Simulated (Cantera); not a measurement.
## Ignition delay

Mixture: C₃H₈ : O₂ : N₂ : H₂O = 1 : 7.35 : 27.6 : 4.1 (molar parts), equivalence ratio 0.68, at 4.54 atm, adiabatic and at constant pressure. Ignition delay is the time to a rise of 400 K.

Cantera simulation using GRI-Mech 3.0 (53 species, 325 reactions); the numbers are that mechanism's predictions, not measurements. GRI-Mech 3.0 was tuned for natural gas; its chemistry of propane as a main component is partial and can be far from experiment.

```json
[
 {"T0 (K)": "1198", "delay (ms)": "2.83"},
 {"T0 (K)": "1298", "delay (ms)": "0.490"},
 {"T0 (K)": "1398", "delay (ms)": "0.111"},
 {"T0 (K)": "1498", "delay (ms)": "0.0340"},
 {"T0 (K)": "1598", "delay (ms)": "0.0135"},
 {"T0 (K)": "1698", "delay (ms)": "0.00669"}
]
```

```json
{
 "apparent activation energy between 1498 and 1698 K": "170 kJ/mol"
}
```
